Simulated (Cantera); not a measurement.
Cantera run:

```python
import numpy as np
import cantera as ct

gas_names = """
    B BF BF2 BF3 BH BHF2 BH2 BH3 BN B2 F F2 H HF H2 H2F2 H3F3 H4F4 H5F5 H6F6 H7F7 N NF NF2 NF3 NH NH2
    NH3 N2 N2H2 N2H4
""".split()
cond_names = """
    B(b) B(L) BN(s)
""".split()


# ... load() reads the species with a 1 bar reference pressure and builds the phases ...
atoms = {
    'BN': {'B': 1, 'N': 1},
    'F2': {'F': 2},
    'H2': {'H': 2},
}
top_T = {'BN(s)': 3200}  # K; cautious upper limits of use, not melting points


# ... equilibrate(T, P, feed) seeds the gas with the atoms and calls Mixture.equilibrate('TP', solver="vcs", rtol=1e-11, max_steps=5000) ...
results = []
feed = {'BN': 1, 'F2': 7.7, 'H2': 18}  # mol
P = 1300  # Pa
for T in [1423, 1473, 1523, 1573, 1623, 1673, 1723, 1773, 1823, 1873]:
    mix = equilibrate(T, P, feed)
    results.append((T, P, feed, dict(zip(mix.species_names, mix.species_moles))))

top = {s: max(r[3][s] / sum(r[3][g] for g in gas_names) for r in results) for s in gas_names}
cols = sorted((s for s in top if top[s] > 0.0001), key=lambda s: -top[s])[:7]
seen = [c for c in cond_names if any(r[3].get(c, 0) > 1e-12 for r in results)]
print("log10 of partial pressures in bar; condensed amounts in mol")
print(f"{'T/K':>10s}" + "".join(f"{s[:9]:>10s}" for s in cols + seen))
for T, P, feed, n in results:
    ng = sum(n[g] for g in gas_names)
    print(f"{T:10.4g}" + "".join(f"{np.log10(max(n[s] / ng * P / 1e5, 1e-99)):10.3f}" for s in cols)
          + "".join(f"{n.get(c, 0):10.4g}" for c in seen))
```

Output:

```
log10 of partial pressures in bar; condensed amounts in mol
       T/K        HF        H2       BF3        N2         H       BF2      BHF2
      1423    -2.203    -2.224    -3.296    -3.597    -6.290    -6.988    -6.664
      1473    -2.203    -2.224    -3.296    -3.597    -6.010    -6.654    -6.512
      1523    -2.203    -2.224    -3.297    -3.597    -5.748    -6.342    -6.371
      1573    -2.203    -2.224    -3.297    -3.597    -5.503    -6.051    -6.239
      1623    -2.203    -2.225    -3.298    -3.597    -5.273    -5.779    -6.116
      1673    -2.202    -2.225    -3.300    -3.597    -5.056    -5.524    -6.001
      1723    -2.202    -2.225    -3.302    -3.597    -4.852    -5.285    -5.894
      1773    -2.202    -2.226    -3.306    -3.598    -4.659    -5.061    -5.795
      1823    -2.202    -2.227    -3.311    -3.598    -4.477    -4.852    -5.703
      1873    -2.202    -2.228    -3.320    -3.598    -4.304    -4.658    -5.621
```

Cantera equilibrium calculation (NASA polynomials, part measured and part estimated; ideal gas, pure solids and liquids). The tables' values for BF2 are old estimates; treat these amounts as uncertain.
